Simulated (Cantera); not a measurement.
## Thermodynamics of fluorocarbon and chlorocarbon gases, feed CCl₄ + F₂ + H₂

Feed: 1 mol CCl₄, 0.07 mol F₂, a varied amount of H₂, at 0.0110 bar.

Cantera equilibrium calculation (NASA polynomials, part measured and part estimated; ideal gas, pure solids and liquids). Candidate condensed phases: C, C₆H₆, C₇H₈, C₈H₁₈; 118 gas species. The numbers say what is thermodynamically allowed, not how fast it happens.

Q: Map the stable condensed phases over T = 2277, 2327, 2377, 2427, 2477, 2527, 2577, 2627, 2677, 2727, 2777, 2827, 2877 °C and n(H₂) in mol = 2.1, 2.6, 3.1, 3.7, 4.4, 5.3, 6.3, 7.6, 9.1.

A: 
```
T in °C \ n(H₂) in mol
         2.1 2.6 3.1 3.7 4.4 5.3 6.3 7.6 9.1
   2877    A   A   A   A   A   A   A   A   A
   2827    A   A   A   A   A   A   A   A   A
   2777    A   A   A   A   A   A   A   A   A
   2727    B   B   A   A   A   A   A   A   A
   2677    B   B   B   B   B   B   A   A   A
   2627    B   B   B   B   B   B   B   B   A
   2577    B   B   B   B   B   B   B   B   B
   2527    B   B   B   B   B   B   B   B   B
   2477    B   B   B   B   B   B   B   B   B
   2427    B   B   B   B   B   B   B   B   B
   2377    B   B   B   B   B   B   B   B   B
   2327    B   B   B   B   B   B   B   B   B
   2277    B   B   B   B   B   B   B   B   B
```
A: gas only; B: C.
